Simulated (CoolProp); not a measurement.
1,2-dichloroethane along the isobar 18.5 bar: density (kg/m³) from the reference equation and from simpler models built on Tc = 561.6 K, pc = 52.26 bar, ω = 0.269; each cubic takes its own stable root.

The numbers come from the reference Helmholtz-energy equation of state, Thol 2015 in CoolProp.

| T (K) | phase | reference |
|---|---|---|
| 300.7 | liquid | 1244 |
| 318.8 | liquid | 1217 |
| 337 | liquid | 1190 |
| 355.1 | liquid | 1162 |
| 373.2 | liquid | 1133 |
| 391.3 | liquid | 1102 |
| 409.4 | liquid | 1070 |
| 427.5 | liquid | 1036 |
| 445.7 | liquid | 999.3 |
| 463.8 | liquid | 959.6 |
| 481.9 | liquid | 915.3 |
| 500 | gas | 56.29 |

### Question
How far does each simpler model (van der Waals, Redlich-Kwong, Soave-Redlich-Kwong, Peng-Robinson) lie from the reference over these 12 states: mean and median of the absolute difference, and the worst?

### Answer
- van der Waals: mean 52.1 %, median 42.2 %, worst -93.9 % at 481.9 K and 18.5 bar
- Redlich-Kwong: mean 21.6 %, median 15.8 %, worst -93.6 % at 481.9 K and 18.5 bar
- Soave-Redlich-Kwong: mean 12.2 %, median 12.7 %, worst -15.9 % at 481.9 K and 18.5 bar
- Peng-Robinson: mean 1.8 %, median 1.4 %, worst -4.6 % at 481.9 K and 18.5 bar

At some of these states van der Waals, Redlich-Kwong gives the other phase, because its saturation line lies elsewhere.
